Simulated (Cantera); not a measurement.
**NO annealing gas**

An isothermal, constant-pressure homogeneous reactor starts with 82.0 % NO, 18.0 % N2, at 2025 K and 82000 Pa.

Model: GRI-Mech 3.0 (53 species, 325 reactions), integrated in Cantera.

```
t (s)        x NO     x NO2       x O     x N2O      x O2   x N2
--------  -------  --------  --------  --------  --------  -----
0.000400    0.819  0.000209   8.65e-5  0.000197   8.15e-5  0.180
0.000919    0.818  0.000293  0.000115  0.000282  0.000436  0.181
0.00211     0.816  0.000317  0.000123  0.000312   0.00146  0.182
0.00486     0.811  0.000338  0.000131  0.000309   0.00386  0.184
0.0112      0.800  0.000381  0.000147  0.000298   0.00937  0.190
0.0257      0.775  0.000457  0.000178  0.000277    0.0219  0.202
0.0590      0.720  0.000567  0.000231  0.000234    0.0493  0.230
0.136       0.608  0.000662  0.000311  0.000163     0.105  0.286
0.312       0.423  0.000619  0.000410   7.61e-5     0.198  0.378
0.716       0.207  0.000374  0.000501   1.79e-5     0.306  0.487
1.65       0.0652  0.000131  0.000553   2.08e-6     0.377  0.557
3.79       0.0192   3.97e-5  0.000568   5.36e-7     0.400  0.580
8.70       0.0105   2.17e-5  0.000571   4.36e-7     0.404  0.585
20.0      0.00984   2.04e-5  0.000571   4.31e-7     0.404  0.585
```
x: mole fraction; the columns are a selection and need not sum to one.

Equilibrium at this temperature and pressure: NO 0.00984, NO2 2.04e-5, O 0.000571, N2O 4.31e-7, O2 0.404, N2 0.585 (gas phase only).
